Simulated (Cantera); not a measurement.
## Thermodynamics of abatement and gas-phase synthesis, feed S + H₂O + N₂ + H₂

A closed system holds: 1 mol S, 1.3 mol H₂O, 0.4 mol N₂, 0.082 mol H₂, at 0.000150 bar.

Method: chemical equilibrium by Gibbs-energy minimisation in Cantera with the NASA 1993 tables (ideal gas, pure condensed phases). Candidate condensed phases: H₂O, H₂SO₄, S; 35 gas species. The numbers say what is thermodynamically allowed, not how fast it happens.

From 1373 K to 1673 K nothing is condensed.

```tsv
T (K)	log p H₂O	log p H₂	log p N₂	log p S₂	log p SO₂	log p SO
1373	-4.25	-4.52	-4.60	-4.62	-4.90	-6.06
1423	-4.28	-4.48	-4.60	-4.64	-4.86	-5.88
1473	-4.31	-4.44	-4.60	-4.66	-4.82	-5.72
1523	-4.34	-4.41	-4.61	-4.68	-4.80	-5.57
1573	-4.37	-4.38	-4.61	-4.71	-4.78	-5.43
1623	-4.41	-4.36	-4.61	-4.74	-4.76	-5.31
1673	-4.44	-4.34	-4.62	-4.77	-4.75	-5.20
```
log p: log10 of the partial pressure in bar; nothing condenses.
